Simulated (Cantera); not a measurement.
**CuO + H2 + N2 (hydrogen reduction and annealing atmospheres)**

A closed system holds: 1 mol CuO, 11 mol H2, 2.3 mol N2, equilibrated at 101000 Pa.

Cantera equilibrium calculation (NASA polynomials, part measured and part estimated; ideal gas, pure solids and liquids). Candidate condensed phases: Cu, CuO, Cu(OH)2, Cu2O, H2O; 27 gas species. The numbers say what is thermodynamically allowed, not how fast it happens.

From 1498 K to 2198 K the condensed part is Cu(l). The main Cu-bearing gas is Cu throughout. The share of Cu in condensed phases is highest at 1498 K (100.0 %) and lowest at 2198 K (68.8 %).

```csv
T (K),x H2,x N2,x H2O,x Cu,x H,x Cu2,n Cu(l)
1498,0.752,0.173,0.0752,7.85e-6,1.48e-5,3.04e-9,1.000
1598,0.752,0.173,0.0752,3.81e-5,4.58e-5,2.70e-8,0.999
1698,0.752,0.173,0.0752,0.000153,0.000125,1.83e-7,0.998
1798,0.751,0.173,0.0751,0.000522,0.000303,9.92e-7,0.993
1898,0.750,0.173,0.0750,0.00156,0.000673,4.46e-6,0.979
1998,0.748,0.172,0.0748,0.00417,0.00138,1.71e-5,0.944
2098,0.742,0.171,0.0743,0.0101,0.00263,5.73e-5,0.862
2198,0.731,0.169,0.0732,0.0225,0.00473,0.000171,0.688
```
x: gas mole fraction; n: condensed amount in mol.
